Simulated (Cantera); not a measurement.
A freely propagating, adiabatic, planar premixed flame of CH4 : O2 : N2 = 1 : 3.03 : 11.4 (molar parts), unburnt at 475 K and 1000000 Pa; mixture-averaged transport, grid criteria slope 0.08 and curve 0.16, no radiation.

Computed with Cantera and GRI-Mech 3.0 (53 species, 325 reactions). Burning velocities carry a grid error of a few per cent, more on coarse grids.

Question: How do the results move with these cheaper or finer settings: unity-Lewis-number transport; multicomponent transport; multicomponent+Soret transport; grid criteria slope 0.5, curve 1; grid criteria slope 0.25, curve 0.5; grid criteria slope 0.03, curve 0.06?

Answer: 
```json
[
 {"setting": "as above", "laminar burning velocity": "13.3 cm/s", "thermal thickness": "0.148 mm", "peak x(C2H)": "<1e-8", "peak x(OH)": "0.00182", "grid points": "133"},
 {"setting": "unity-Lewis-number transport", "laminar burning velocity": "13.3 cm/s", "thermal thickness": "0.142 mm", "peak x(C2H)": "1.13e-8", "peak x(OH)": "0.00189", "grid points": "129"},
 {"setting": "multicomponent transport", "laminar burning velocity": "13.5 cm/s", "thermal thickness": "0.149 mm", "peak x(C2H)": "<1e-8", "peak x(OH)": "0.00183", "grid points": "133"},
 {"setting": "multicomponent+Soret transport", "laminar burning velocity": "13.4 cm/s", "thermal thickness": "0.150 mm", "peak x(C2H)": "<1e-8", "peak x(OH)": "0.00182", "grid points": "134"},
 {"setting": "grid criteria slope 0.5, curve 1", "laminar burning velocity": "14.9 cm/s", "thermal thickness": "0.166 mm", "peak x(C2H)": "<1e-8", "peak x(OH)": "0.00172", "grid points": "33"},
 {"setting": "grid criteria slope 0.25, curve 0.5", "laminar burning velocity": "13.8 cm/s", "thermal thickness": "0.156 mm", "peak x(C2H)": "<1e-8", "peak x(OH)": "0.00176", "grid points": "54"},
 {"setting": "grid criteria slope 0.03, curve 0.06", "laminar burning velocity": "13.1 cm/s", "thermal thickness": "0.146 mm", "peak x(C2H)": "<1e-8", "peak x(OH)": "0.00183", "grid points": "330"}
]
```
The base run took very roughly 21 core-seconds.
Unity Lewis numbers drop preferential diffusion, which matters most where H2 and H carry the flame; Soret adds thermal diffusion.
